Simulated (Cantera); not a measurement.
A perfectly stirred reactor is fed with CH4 : N2 = 1 : 8.6 (molar parts), at 7100 Pa; it is held at 1775 K, and followed from long to short residence time.

Cantera simulation using GRI-Mech 3.0 (53 species, 325 reactions); the numbers are that mechanism's predictions, not measurements. GRI-Mech 3.0 stops at C3 and has no aromatics, soot or wall deposition, so with more carbon than oxygen in the feed, carbon stays in small species such as C2H2 where larger ones or solid carbon would form.

What does this change do: 0.49 parts H2O added?


| quantity | before | after |
|---|---|---|
| x(CH4) at τ = 3.50 s | 0.00387 | 0.00431 |
| x(HCN) at τ = 3.50 s | 8.73e-5 | 7.63e-5 |
| x(H) at τ = 3.50 s | 0.000330 | 0.000383 |
| x(C2H2) at τ = 3.50 s | 0.0453 | 0.0285 |
| x(H2) at τ = 3.50 s | 0.136 | 0.166 |
| x(CH4) at τ = 23.0 ms | 0.0573 | 0.0529 |
| x(HCN) at τ = 23.0 ms | 6.94e-7 | 7.56e-7 |
| x(H) at τ = 23.0 ms | 9.41e-5 | 0.000100 |
| x(C2H2) at τ = 23.0 ms | 0.0185 | 0.0182 |
| x(H2) at τ = 23.0 ms | 0.0603 | 0.0605 |

What does this change do: pressure from 7100 Pa to 100000 Pa?


```json
[
 {"quantity": "x(CH4) at τ = 3.50 s", "before": "0.00387", "after": "0.00298"},
 {"quantity": "x(HCN) at τ = 3.50 s", "before": "8.73e-5", "after": "2.58e-5"},
 {"quantity": "x(H) at τ = 3.50 s", "before": "0.000330", "after": "0.000106"},
 {"quantity": "x(C2H2) at τ = 3.50 s", "before": "0.0453", "after": "0.0456"},
 {"quantity": "x(H2) at τ = 3.50 s", "before": "0.136", "after": "0.137"},
 {"quantity": "x(CH4) at τ = 23.0 ms", "before": "0.0573", "after": "0.0329"},
 {"quantity": "x(HCN) at τ = 23.0 ms", "before": "6.94e-7", "after": "1.15e-6"},
 {"quantity": "x(H) at τ = 23.0 ms", "before": "9.41e-5", "after": "7.02e-5"},
 {"quantity": "x(C2H2) at τ = 23.0 ms", "before": "0.0185", "after": "0.0315"},
 {"quantity": "x(H2) at τ = 23.0 ms", "before": "0.0603", "after": "0.0958"}
]
```

What does this change do: temperature 1775 to 1100 K?


```tsv
quantity	before	after
x(CH4) at τ = 3.50 s	0.00387	0.104
x(HCN) at τ = 3.50 s	8.73e-5	<1e-12
x(H) at τ = 3.50 s	0.000330	1.05e-12
x(C2H2) at τ = 3.50 s	0.0453	3.88e-12
x(H2) at τ = 3.50 s	0.136	1.16e-7
x(CH4) at τ = 23.0 ms	0.0573	0.104
x(HCN) at τ = 23.0 ms	6.94e-7	<1e-12
x(H) at τ = 23.0 ms	9.41e-5	<1e-12
x(C2H2) at τ = 23.0 ms	0.0185	<1e-12
x(H2) at τ = 23.0 ms	0.0603	7.22e-10
```
